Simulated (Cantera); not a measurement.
## Ignition delay

Mixture: CH₄ : O₂ : N₂ = 1 : 1.43 : 9.86 (molar parts), equivalence ratio 1.4, at 1.00 bar, adiabatic and at constant pressure. Ignition delay is the time to a rise of 400 K.

Detailed kinetics in Cantera: GRI-Mech 3.0 (53 species, 325 reactions).

| T0 (K) | delay (ms) |
|---|---|
| 1250 | 49.9 |
| 1325 | 18.5 |
| 1400 | 7.26 |
| 1475 | 3.03 |
| 1550 | 1.36 |
| 1625 | 0.668 |
| 1700 | 0.357 |
| 1775 | 0.207 |
| 1850 | 0.128 |

| Property | Result |
|---|---|
| apparent activation energy between 1700 and 1850 K | 180 kJ/mol |
